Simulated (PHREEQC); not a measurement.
PHREEQC input (Pitzer model, pitzer.dat):

```
SOLUTION 1
  temp 25
  units mol/kgw
  pH 7 charge
  Cl 0.52
  Mg 0.194
  K 0.22
  S(6) 0.044
END
USE solution 1
INCREMENTAL_REACTIONS false
REACTION 1
  H2O -1
  0 9.886 18.011 24.689 30.178 34.689 38.397 41.444
  43.949 46.007 47.699 49.089 50.232 51.172 51.944 52.578
  53.1 53.528 53.88 54.17 moles
EQUILIBRIUM_PHASES 1
  Arcanite 0 0
  Bischofite 0 0
  Brucite 0 0
  Carnallite 0 0
  Epsomite 0 0
  Hexahydrite 0 0
  Kainite 0 0
  Kieserite 0 0
  Leonite 0 0
  Misenite 0 0
  Schoenite 0 0
  Sylvite 0 0
  MgCl2_4H2O 0 0
SELECTED_OUTPUT 1
  -reset false
  -pH true
  -pe true
  -ionic_strength true
  -water true
  -activities H2O
  -totals Cl K Mg S
  -molalities H+ K+ Mg+2 Cl- SO4-2 OH- HSO4- MgOH+
  -equilibrium_phases Arcanite Bischofite Brucite Carnallite Epsomite Hexahydrite Kainite Kieserite Leonite Misenite
    Schoenite Sylvite MgCl2_4H2O
PRINT
  -reset false
END
```

Selected output (columns that matter, 20 of 20 rows; water left (kg) added in front):

```
water left (kg)	pH	mu	Cl	K	Mg	S	m_H+	m_K+	la_H2O	Carnallite	Kainite	Leonite	Schoenite	Sylvite
1	6.616	0.846	0.52	0.22	0.194	0.044	3.0776e-07	0.22	-0.0066	0	0	0	0	0
0.821894	6.5797	1.0293	0.63269	0.26767	0.23604	0.053535	3.2525e-07	0.26767	-0.0080835	0	0	0	0	0
0.675514	6.5375	1.2524	0.76978	0.32568	0.28719	0.065136	3.4463e-07	0.32568	-0.0099299	0	0	0	0	0
0.555203	6.4877	1.5238	0.93659	0.39625	0.34942	0.07925	3.6636e-07	0.39625	-0.012244	0	0	0	0	0
0.456313	6.4283	1.854	1.1396	0.48213	0.42515	0.096425	3.9108e-07	0.48213	-0.015168	0	0	0	0	0
0.375043	6.3568	2.2557	1.3865	0.5866	0.51727	0.11732	4.1958e-07	0.5866	-0.018902	0	0	0	0	0
0.30824	6.2703	2.7446	1.687	0.71373	0.62938	0.14275	4.5282e-07	0.71373	-0.023724	0	0	0	0	0
0.253345	6.1651	3.3393	2.0525	0.86838	0.76575	0.17368	4.9185e-07	0.86838	-0.030029	0	0	0	0	0
0.208215	6.0371	4.0631	2.4974	1.0566	0.93173	0.21132	5.3762e-07	1.0566	-0.038385	0	0	0	0	0
0.171138	5.8818	4.9434	3.0385	1.2855	1.1336	0.2571	5.9032e-07	1.2855	-0.049593	0	0	0	0	0
0.140655	5.6944	6.0147	3.697	1.5641	1.3793	0.31282	6.4845e-07	1.5641	-0.064811	0	0	0	0	0
0.115613	5.4703	7.3175	4.4978	1.9029	1.678	0.38058	7.0665e-07	1.9029	-0.085657	0	0	0	0	0
0.0950203	5.2051	8.9034	5.4725	2.3153	2.0417	0.46306	7.5318e-07	2.3153	-0.11445	0	0	0	0	0
0.0779433	4.9857	9.8504	5.7859	1.9032	2.4721	0.53081	8.6609e-07	1.9032	-0.13235	0	0	0	0.0013135	0.06903
0.0638908	4.7165	11.024	6.2117	1.4333	2.995	0.60582	1.0082e-06	1.4333	-0.15905	0	0	0	0.0026468	0.12313
0.0524984	4.3836	12.577	6.8418	0.99183	3.6276	0.70259	1.156e-06	0.99183	-0.20115	0	0	0.0035575	0	0.16082
0.041919	4.0175	13.104	7.8548	0.6981	3.9962	0.41784	1.6714e-06	0.6981	-0.24254	0	0.026484	0	0	0.16425
0.0315558	3.6744	13.88	8.7741	0.5108	4.3752	0.24356	2.2216e-06	0.5108	-0.28834	0.019622	0.036314	0	0	0.14794
0.0198168	3.6744	13.88	8.7741	0.5108	4.3752	0.24356	2.2216e-06	0.5108	-0.28834	0.068124	0.039173	0	0	0.10258
0.0101455	3.6744	13.88	8.7741	0.5108	4.3752	0.24356	2.2216e-06	0.5108	-0.28833	0.10808	0.041529	0	0	0.065206
```
